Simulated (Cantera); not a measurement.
## Premixed flame

A freely propagating, adiabatic, planar premixed flame of 9.31 % CH4, 1.12 % CO, 16.0 % O2, 73.6 % N2, unburnt at 475 K and 9.87 atm; unity-Lewis-number transport, grid criteria slope 0.08 and curve 0.16, no radiation.

Computed with Cantera and GRI-Mech 3.0 (53 species, 325 reactions). Unity Lewis numbers drop preferential diffusion, which matters most where H2 and H carry the flame. Burning velocities carry a grid error of a few per cent, more on coarse grids.

```json
[
 {"z (mm)": "-0.572", "T (K)": "477", "u (m/s)": "0.110", "x CH4": "0.0930", "x CO": "0.0112", "x O2": "0.160", "x C2H2": "7.86e-7", "x CH3": "<1e-8", "x NO": "<1e-8"},
 {"z (mm)": "-0.381", "T (K)": "491", "u (m/s)": "0.113", "x CH4": "0.0922", "x CO": "0.0115", "x O2": "0.159", "x C2H2": "5.69e-6", "x CH3": "1.50e-8", "x NO": "2.58e-8"},
 {"z (mm)": "-0.286", "T (K)": "533", "u (m/s)": "0.123", "x CH4": "0.0898", "x CO": "0.0124", "x O2": "0.155", "x C2H2": "2.10e-5", "x CH3": "7.13e-8", "x NO": "1.24e-7"},
 {"z (mm)": "-0.191", "T (K)": "711", "u (m/s)": "0.164", "x CH4": "0.0793", "x CO": "0.0164", "x O2": "0.139", "x C2H2": "8.72e-5", "x CH3": "7.92e-7", "x NO": "1.05e-6"},
 {"z (mm)": "-0.0954", "T (K)": "1216", "u (m/s)": "0.284", "x CH4": "0.0471", "x CO": "0.0286", "x O2": "0.0881", "x C2H2": "0.000293", "x CH3": "5.19e-5", "x NO": "1.09e-5"},
 {"z (mm)": "-0.0477", "T (K)": "1600", "u (m/s)": "0.376", "x CH4": "0.0218", "x CO": "0.0384", "x O2": "0.0477", "x C2H2": "0.000486", "x CH3": "0.000422", "x NO": "2.47e-5"},
 {"z (mm)": "0", "T (K)": "1942", "u (m/s)": "0.460", "x CH4": "0.00321", "x CO": "0.0450", "x O2": "0.0121", "x C2H2": "0.000600", "x CH3": "0.000673", "x NO": "4.12e-5"},
 {"z (mm)": "0.0477", "T (K)": "2054", "u (m/s)": "0.486", "x CH4": "0.000147", "x CO": "0.0426", "x O2": "0.00143", "x C2H2": "0.000116", "x CH3": "6.82e-5", "x NO": "6.32e-5"},
 {"z (mm)": "0.0954", "T (K)": "2073", "u (m/s)": "0.490", "x CH4": "1.46e-5", "x CO": "0.0409", "x O2": "0.000242", "x C2H2": "2.21e-5", "x CH3": "6.43e-6", "x NO": "7.28e-5"},
 {"z (mm)": "0.191", "T (K)": "2081", "u (m/s)": "0.492", "x CH4": "1.92e-6", "x CO": "0.0403", "x O2": "2.98e-5", "x C2H2": "4.06e-6", "x CH3": "5.47e-7", "x NO": "7.76e-5"},
 {"z (mm)": "0.381", "T (K)": "2084", "u (m/s)": "0.492", "x CH4": "4.93e-7", "x CO": "0.0403", "x O2": "4.36e-6", "x C2H2": "9.15e-7", "x CH3": "7.76e-8", "x NO": "7.95e-5"},
 {"z (mm)": "0.763", "T (K)": "2085", "u (m/s)": "0.492", "x CH4": "1.16e-7", "x CO": "0.0403", "x O2": "1.79e-6", "x C2H2": "1.71e-7", "x CH3": "1.41e-8", "x NO": "8.02e-5"},
 {"z (mm)": "1.53", "T (K)": "2085", "u (m/s)": "0.492", "x CH4": "<1e-8", "x CO": "0.0403", "x O2": "1.60e-6", "x C2H2": "<1e-8", "x CH3": "<1e-8", "x NO": "7.99e-5"}
]
```
x: mole fraction of selected species; z is measured from the peak of heat release.

```json
{
  "laminar_burning_velocity": "10.9 cm/s",
  "thermal_thickness": "0.191 mm",
  "peak x(C2H2)": "0.000655",
  "peak x(CH3)": "0.000807",
  "grid_points": "138"
}
```
